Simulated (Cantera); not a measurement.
An adiabatic, constant-volume homogeneous reactor starts with H₂ : O₂ : N₂ : H₂O = 1 : 1.22 : 4.59 : 0.4 (molar parts), at 1648 K and 760 Torr.

Computed with Cantera and GRI-Mech 3.0 (53 species, 325 reactions).

### Question
Predict: time of steepest temperature rise; temperature at 0.200 s; equilibrium temperature; x(H₂) at 0.200 s; x(O₂) at 0.200 s; x(H₂O) at 0.200 s; x(NO) at 0.200 s; x(HO₂) at 0.200 s; x(OH) at 0.200 s; x(H) at 0.200 s.

### Answer
```json
{
 "time_of_steepest_temperature_rise": "10.4 µs",
 "temperature at 0.200 s": "2571 K",
 "equilibrium_temperature": "2571 K",
 "x(H₂) at 0.200 s": "0.00431 (gas-phase equilibrium 0.00431)",
 "x(O₂) at 0.200 s": "0.0936 (gas-phase equilibrium 0.0936)",
 "x(H₂O) at 0.200 s": "0.192 (gas-phase equilibrium 0.192)",
 "x(NO) at 0.200 s": "0.0160 (gas-phase equilibrium 0.0160)",
 "x(HO₂) at 0.200 s": "1.43e-5 (gas-phase equilibrium 1.43e-5)",
 "x(OH) at 0.200 s": "0.0184 (gas-phase equilibrium 0.0184)",
 "x(H) at 0.200 s": "0.00185 (gas-phase equilibrium 0.00185)"
}
```
